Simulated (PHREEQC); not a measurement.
# Alkaline etch or developer: an equilibrium model

Make-up at 25 °C: 165 mmol/kgw CsOH, 20 mmol/kgw CO2 and 2.5 mmol/kgw (CH3)4NCl. Closed to the air; pH follows from the charge balance.

Model: ion-association model, wateq4f.dat, run in PHREEQC.

No solid was allowed to form.

Task: Predict the pH.

Result: pH 12.95.

Complexes and solids missing from the database can't appear. (CH3)4N+ isn't in the database: it is added as a free cation with an ion size of 4 Å.
